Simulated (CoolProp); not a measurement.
A single-stage vapour-compression cycle with R404A: evaporating at 261.15 K (dew point), condensing at 315.15 K (bubble point), superheat 5 K, subcooling 0 K, compressor efficiency 0.85, no pressure losses. Each further row changes one setting.

Values from CoolProp's reference Helmholtz-energy equation of state, Lemmon 2003. It is a pseudo-pure fit of the blend.

```tsv
case	cooling COP	pressure ratio	discharge temperature (K)	refrigerating effect (kJ/kg)	volumetric capacity (kJ/m³)
as stated	2.67	4.78	330.8	101	2000
evaporating temperature 266.15 K	3.10	4.02	329.6	103	2430
condensing temperature 310.15 K	3.13	4.24	325.1	109	2170
subcooling 5 K	2.90	4.78	330.8	109	2170
superheat 15 K	2.75	4.78	340.2	110	2070
compressor efficiency 0.75	2.36	4.78	334.8	101	2000
```
